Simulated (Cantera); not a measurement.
Cantera run:

```python
import numpy as np
import cantera as ct

gas_names = [...]  # 148 gases of nasa_gas.yaml made of Al, C, H, N, O
cond_names = """
    AL(cr) AL(L) ALN(s) AL2O3(a) AL2O3(L) C(gr) C6H6(L) C7H8(L) C8H18(L),n-octa H2O(s) H2O(L)
""".split()


# ... load() reads the species with a 1 bar reference pressure and builds the phases ...
atoms = {
    'Al': {'AL': 1},
    'H2O': {'H': 2, 'O': 1},
    'CO': {'C': 1, 'O': 1},
    'NH3': {'N': 1, 'H': 3},
    'H2': {'H': 2},
}
top_T = {'ALN(s)': 2750, 'C(gr)': 4500}  # K; cautious upper limits of use, not melting points


# ... equilibrate(T, P, feed) seeds the gas with the atoms and calls Mixture.equilibrate('TP', solver="vcs", rtol=1e-11, max_steps=5000) ...
results = []
feed = {'Al': 1, 'H2O': 0.94, 'CO': 0.34, 'NH3': 2.5, 'H2': 0.00099}  # mol
P = 10000  # Pa
for T in [775, 825, 875, 925, 975, 1025, 1075, 1125, 1175, 1225, 1275, 1325, 1375]:
    mix = equilibrate(T, P, feed)
    results.append((T, P, feed, dict(zip(mix.species_names, mix.species_moles))))

top = {s: max(r[3][s] / sum(r[3][g] for g in gas_names) for r in results) for s in gas_names}
cols = sorted((s for s in top if top[s] > 1e-05), key=lambda s: -top[s])[:5]
seen = [c for c in cond_names if any(r[3].get(c, 0) > 1e-12 for r in results)]
print("log10 of partial pressures in bar; condensed amounts in mol")
print(f"{'T/K':>10s}" + "".join(f"{s[:9]:>10s}" for s in cols + seen))
for T, P, feed, n in results:
    ng = sum(n[g] for g in gas_names)
    print(f"{T:10.4g}" + "".join(f"{np.log10(max(n[s] / ng * P / 1e5, 1e-99)):10.3f}" for s in cols)
          + "".join(f"{n.get(c, 0):10.4g}" for c in seen))
```

Result:

```
log10 of partial pressures in bar; condensed amounts in mol
       T/K        H2        N2       CH4        CO       HCN    ALN(s)  AL2O3(a)     C(gr)
       775    -1.139    -1.672    -2.211   -10.212    -8.959    0.1467    0.4267         0
       825    -1.131    -1.677    -2.305    -9.012    -8.167    0.1467    0.4267    0.0631
       875    -1.114    -1.687    -2.589    -8.169    -7.681    0.1467    0.4267    0.1925
       925    -1.106    -1.692    -2.857    -7.416    -7.249    0.1467    0.4267    0.2595
       975    -1.102    -1.694    -3.106    -6.741    -6.862    0.1467    0.4267    0.2943
      1025    -1.100    -1.696    -3.334    -6.133    -6.513    0.1467    0.4267    0.3129
      1075    -1.099    -1.697    -3.544    -5.582    -6.198    0.1468    0.4266    0.3231
      1125    -1.098    -1.697    -3.737    -5.081    -5.911     0.147    0.4265    0.3287
      1175    -1.098    -1.698    -3.914    -4.624    -5.648    0.1476    0.4262    0.3313
      1225    -1.098    -1.698    -4.078    -4.205    -5.408    0.1491    0.4254    0.3312
      1275    -1.098    -1.699    -4.229    -3.820    -5.187    0.1526    0.4237    0.3273
      1325    -1.099    -1.701    -4.370    -3.464    -4.983    0.1601    0.4199    0.3167
      1375    -1.100    -1.705    -4.502    -3.137    -4.796    0.1754    0.4123    0.2941
```

Equilibrium computed with Cantera from the NASA thermochemical tables; the gas is ideal and each condensed phase is pure. Mutual solubility and eutectic melting of coexisting phases are not modelled.
